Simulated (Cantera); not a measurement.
Feed: 1 mol C2F6, 0.14 mol H2, held at 1500 K and 13300 Pa.

Equilibrium computed with Cantera from the NASA thermochemical tables; the gas is ideal and each condensed phase is pure. Candidate condensed phases: C, C6H6, C7H8, C8H18; 95 gas species. The feed counts by its element totals alone. Gases not in the tables: C2F6 and larger saturated fluorocarbons. Rates play no part.

Base state: CF4 0.836, HF 0.164, CF2 0.000107, CF3 4.54e-5 (mole fractions); condensed: C(graphite).

Problem. What changes in the equilibrium state with this change: H2 from 0.14 to 17 mol?

Solution. 
```csv
species,before,after
H2,<1e-9,0.700
HF,0.164,0.300
CH4,<1e-9,0.000168
CF4,0.836,<1e-9
CF2,0.000107,<1e-9
CF3,4.54e-5,<1e-9
"C(graphite), mol",0.570,2.00
```
